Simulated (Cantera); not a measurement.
Cantera run, input and output.

```python
import numpy as np
import cantera as ct

gas = ct.Solution("gri30.yaml")
gas.TPX = 1825, 1333, {'C2H6': 1, 'N2': 330}
reactor = ct.IdealGasConstPressureReactor(gas, energy="off", clone=False)
net = ct.ReactorNet([reactor])
net.rtol, net.atol = 1e-08, 1e-18
show = ['C2H6', 'HCN', 'C2H2', 'H', 'CH4', 'C2H']
times = np.geomspace(0.0001, 9, 12)

steps = ct.SolutionArray(gas, extra=["t"])
rows = []
print(f"{'t/s':>10s}{'T/K':>9s}{'P/Pa':>11s}" + "".join(f"{s:>11s}" for s in show))
for t in times:
    while net.time < t:
        t_next = net.step()
        steps.append(gas.state, t=t_next)
    rows.append([np.interp(t, steps.t, y) for y in (steps.T, steps.P, *steps(*show).X.T)])
    print(f"{t:10.3e}{rows[-1][0]:9.1f}{rows[-1][1]:11.4g}" + "".join(f"{x:11.3e}" for x in rows[-1][2:]))
rate = np.gradient(steps.T, steps.t)
print("integrator steps:", len(steps.t))
if steps.T.max() > steps.T[0] + 200:
    print(f"time of steepest temperature rise: {steps.t[rate.argmax()]:.4e} s")
gas.TPX = 1825, 1333, {'C2H6': 1, 'N2': 330}
gas.equilibrate("TP")
print(f"equilibrium (TP): T = {gas.T:.1f} K  " + "  ".join(f"{s} {gas[s].X[0]:.3e}" for s in show))
```

It prints:

```
       t/s      T/K       P/Pa       C2H6        HCN       C2H2          H        CH4        C2H
 1.000e-04   1825.0       1333  2.370e-03  3.266e-11  6.309e-09  8.241e-06  2.920e-06  1.772e-14
 2.821e-04   1825.0       1333  1.497e-03  1.920e-08  6.088e-07  1.079e-04  2.002e-05  6.486e-11
 7.957e-04   1825.0       1333  2.992e-04  4.793e-06  1.167e-04  6.276e-04  9.897e-05  3.115e-07
 2.245e-03   1825.0       1333  3.540e-06  3.865e-05  1.317e-03  8.046e-04  2.214e-04  3.684e-06
 6.332e-03   1825.0       1333  1.321e-07  7.653e-05  2.494e-03  5.081e-04  1.957e-04  2.546e-06
 1.786e-02   1825.0       1333  1.281e-08  1.033e-04  2.829e-03  3.290e-04  1.023e-04  1.628e-06
 5.039e-02   1825.0       1333  1.844e-09  1.244e-04  2.895e-03  2.508e-04  4.636e-05  1.222e-06
 1.421e-01   1825.0       1333  2.322e-10  1.422e-04  2.914e-03  2.166e-04  1.812e-05  1.046e-06
 4.009e-01   1825.0       1333  1.550e-11  1.557e-04  2.920e-03  2.031e-04  4.879e-06  9.770e-07
 1.131e+00   1825.0       1333  2.102e-13  1.620e-04  2.920e-03  2.011e-04  5.663e-07  9.657e-07
 3.190e+00   1825.0       1333  6.571e-15  1.627e-04  2.920e-03  2.064e-04  9.582e-08  9.913e-07
 9.000e+00   1825.0       1333  9.134e-16  1.628e-04  2.920e-03  2.206e-04  3.263e-08  1.061e-06
integrator steps: 1078
equilibrium (TP): T = 1825.0 K  C2H6 1.195e-17  HCN 5.825e-03  C2H2 8.797e-05  H 2.941e-04  CH4 2.695e-09  C2H 4.286e-08
```

Computed with Cantera and GRI-Mech 3.0 (53 species, 325 reactions). GRI-Mech 3.0 stops at C3 and has no aromatics, soot or wall deposition, so with more carbon than oxygen in the feed, carbon stays in small species such as C2H2 where larger ones or solid carbon would form. Radical loss at walls, strong at low pressure, is not modelled.
